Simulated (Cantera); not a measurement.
What does this Cantera script print?

```python
import numpy as np
import cantera as ct

gas_names = """
    H H2 N NH NH2 NH3 N2 N2H2 N2H4 Si SiH SiH2 SiH3 SiH4 SiN Si2 Si2N Si3
""".split()
cond_names = """
    Si(cr) Si(L) Si3N4(a)
""".split()


# ... load() reads the species with a 1 bar reference pressure and builds the phases ...
atoms = {
    'SiH4': {'Si': 1, 'H': 4},
    'N2': {'N': 2},
}
top_T = {'Si3N4(a)': 2400}  # K; cautious upper limits of use, not melting points


# ... equilibrate(T, P, feed) seeds the gas with the atoms and calls Mixture.equilibrate('TP', solver="vcs", rtol=1e-11, max_steps=5000) ...
results = []
feed = {'SiH4': 1, 'N2': 0.7}  # mol
for P in [5, 21, 85, 350, 1400, 5900, 24000, 100000]:
    for T in [1100, 1200, 1300, 1400, 1500, 1600, 1700, 1800, 1900, 2000, 2100]:
        mix = equilibrate(T, P, feed)
        results.append((T, P, feed, dict(zip(mix.species_names, mix.species_moles))))

for T, P, feed, n in results:
    print(f"{T:7g} {P:10.4g}  " + (" + ".join(c for c in cond_names if n.get(c, 0) > 1e-12) or "gas only"))
```

It prints:

```
   1100          5  Si3N4(a)
   1200          5  Si3N4(a)
   1300          5  Si3N4(a)
   1400          5  Si(cr) + Si3N4(a)
   1500          5  Si(cr)
   1600          5  Si(cr)
   1700          5  Si(L)
   1800          5  Si(L)
   1900          5  Si(L)
   2000          5  gas only
   2100          5  gas only
   1100         21  Si3N4(a)
   1200         21  Si3N4(a)
   1300         21  Si3N4(a)
   1400         21  Si(cr) + Si3N4(a)
   1500         21  Si(cr) + Si3N4(a)
   1600         21  Si(cr)
   1700         21  Si(L)
   1800         21  Si(L)
   1900         21  Si(L)
   2000         21  Si(L)
   2100         21  gas only
   1100         85  Si3N4(a)
   1200         85  Si3N4(a)
   1300         85  Si3N4(a)
   1400         85  Si3N4(a)
   1500         85  Si(cr) + Si3N4(a)
   1600         85  Si(cr)
   1700         85  Si(L)
   1800         85  Si(L)
   1900         85  Si(L)
   2000         85  Si(L)
   2100         85  Si(L)
   1100        350  Si3N4(a)
   1200        350  Si3N4(a)
   1300        350  Si3N4(a)
   1400        350  Si3N4(a)
   1500        350  Si3N4(a)
   1600        350  Si(cr) + Si3N4(a)
   1700        350  Si(L)
   1800        350  Si(L)
   1900        350  Si(L)
   2000        350  Si(L)
   2100        350  Si(L)
   1100       1400  Si3N4(a)
   1200       1400  Si3N4(a)
   1300       1400  Si3N4(a)
   1400       1400  Si3N4(a)
   1500       1400  Si3N4(a)
   1600       1400  Si(cr) + Si3N4(a)
   1700       1400  Si(L) + Si3N4(a)
   1800       1400  Si(L)
   1900       1400  Si(L)
   2000       1400  Si(L)
   2100       1400  Si(L)
   1100       5900  Si3N4(a)
   1200       5900  Si3N4(a)
   1300       5900  Si3N4(a)
   1400       5900  Si3N4(a)
   1500       5900  Si3N4(a)
   1600       5900  Si3N4(a)
   1700       5900  Si(L) + Si3N4(a)
   1800       5900  Si(L) + Si3N4(a)
   1900       5900  Si(L)
   2000       5900  Si(L)
   2100       5900  Si(L)
   1100    2.4e+04  Si3N4(a)
   1200    2.4e+04  Si3N4(a)
   1300    2.4e+04  Si3N4(a)
   1400    2.4e+04  Si3N4(a)
   1500    2.4e+04  Si3N4(a)
   1600    2.4e+04  Si3N4(a)
   1700    2.4e+04  Si3N4(a)
   1800    2.4e+04  Si(L) + Si3N4(a)
   1900    2.4e+04  Si(L) + Si3N4(a)
   2000    2.4e+04  Si(L)
   2100    2.4e+04  Si(L)
   1100      1e+05  Si3N4(a)
   1200      1e+05  Si3N4(a)
   1300      1e+05  Si3N4(a)
   1400      1e+05  Si3N4(a)
   1500      1e+05  Si3N4(a)
   1600      1e+05  Si3N4(a)
   1700      1e+05  Si3N4(a)
   1800      1e+05  Si3N4(a)
   1900      1e+05  Si(L) + Si3N4(a)
   2000      1e+05  Si(L) + Si3N4(a)
   2100      1e+05  Si(L)
```

Equilibrium computed with Cantera from the NASA thermochemical tables; the gas is ideal and each condensed phase is pure. N2 is the only nitrogen source here; it is nearly inert below about 1500 K, so the nitride shown seldom forms there in practice. Mutual solubility and eutectic melting of coexisting phases are not modelled.
